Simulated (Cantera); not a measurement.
Charge: 1 mol CuO, 0.43 mol C, 6 mol N2, held at 5.80 bar.

Equilibrium computed with Cantera from the NASA thermochemical tables; the gas is ideal and each condensed phase is pure. Candidate condensed phases: C, Cu, CuO, Cu2O; 27 gas species. Mutual solubility and eutectic melting of coexisting phases are not modelled. Kinetics and transport are ignored.

x: gas mole fraction; n: condensed amount in mol.

```tsv
T (K)	x N2	x CO2	x CO	x O2	x NO	x Cu	x O	n Cu(s)	n Cu2O(s)	n Cu(l)
850	0.933	0.0669	3.48e-8	<1e-12	1.28e-12	<1e-12	<1e-12	0.720	0.140	0
950	0.933	0.0669	1.92e-7	2.16e-12	6.12e-11	<1e-12	<1e-12	0.720	0.140	0
1050	0.933	0.0669	7.68e-7	1.23e-10	1.39e-9	1.81e-11	<1e-12	0.720	0.140	0
1150	0.933	0.0669	2.42e-6	3.43e-9	1.83e-8	4.98e-10	<1e-12	0.720	0.140	0
1250	0.933	0.0669	___	___	___	___	___	0.720	0.140	0
1350	0.933	0.0669	___	___	___	___	___	0.720	0.140	0
1450	0.933	0.0668	2.55e-5	6.00e-6	5.53e-6	5.93e-7	2.04e-9	0	0.140	0.720
```

Problem. Fill in the missing entries.

Solution. 
- 1250, x CO: 6.36e-6
- 1250, x O2: 5.56e-8
- 1250, x NO: 1.58e-7
- 1250, x Cu: 7.99e-9
- 1250, x O: 6.77e-12
- 1350, x CO: 1.45e-5
- 1350, x O2: 5.89e-7
- 1350, x NO: 9.87e-7
- 1350, x Cu: 8.44e-8
- 1350, x O: 1.34e-10
